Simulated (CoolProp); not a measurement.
Vapour pressure (bar) of R1336mzz(E): the reference equation beside estimates from Tc = 130.4 °C, pc = 27.79 bar, ω = 0.413. Clausius-Clapeyron is anchored at 18.95 °C with a constant enthalpy of vaporisation of 24.24 kJ/mol.

Model: reference Helmholtz-energy equation of state, Akasaka 2023, in CoolProp.

```csv
T (°C),reference,Lee-Kesler,Clausius-Clapeyron,van der Waals,Redlich-Kwong,Soave-Redlich-Kwong,Peng-Robinson
0.25,0.7361,0.7350,0.7861,4.706,1.833,0.7348,0.7404
9.55,1.084,1.084,1.116,5.594,2.447,1.083,1.085
18.95,1.556,1.558,1.556,6.595,3.204,1.557,1.553
28.25,2.165,2.170,2.116,7.694,4.106,2.172,2.158
37.55,2.944,2.953,2.827,8.903,5.172,2.960,2.933
46.85,3.922,3.933,3.713,10.23,6.418,3.951,3.907
56.25,5.142,5.155,4.815,11.69,7.875,5.193,5.128
65.55,6.614,6.625,6.140,13.25,9.524,6.692,6.605
74.85,8.383,8.391,7.727,14.94,11.39,8.497,8.387
84.15,10.49,10.49,9.610,16.76,13.49,10.64,10.51
```

Absolute difference from the reference over all 10 rows, mean and median: Lee-Kesler 0.2 and 0.2 %, Clausius-Clapeyron 5.1 and 5.8 %, van der Waals 226.4 and 181.6 %, Redlich-Kwong 77.1 and 69.7 %, Soave-Redlich-Kwong 0.7 and 0.6 %, Peng-Robinson 0.3 and 0.2 %.
